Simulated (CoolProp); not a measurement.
Fluorine at several states: Z from the reference equation and from simpler models built on Tc = 144.4 K, pc = 5240 kPa, ω = 0.045; each cubic takes its own stable root.

Computed with CoolProp (reference Helmholtz-energy equation of state, de Reuck 1990).

```csv
T (K),p (kPa),phase,reference,van der Waals,Soave-Redlich-Kwong,Peng-Robinson
146.8,7650,supercritical,?,?,?,0.2712
212.2,20000,supercritical,0.7846,?,?,0.7645
242.3,11400,supercritical,0.9017,?,?,?
```

Problem. What belongs in the gaps?

Solution. 
- 146.8, reference: 0.2674
- 146.8, van der Waals: 0.3501
- 146.8, Soave-Redlich-Kwong: 0.2992
- 212.2, van der Waals: 0.7633
- 212.2, Soave-Redlich-Kwong: 0.8147
- 242.3, van der Waals: 0.8523
- 242.3, Soave-Redlich-Kwong: 0.9144
- 242.3, Peng-Robinson: 0.8801
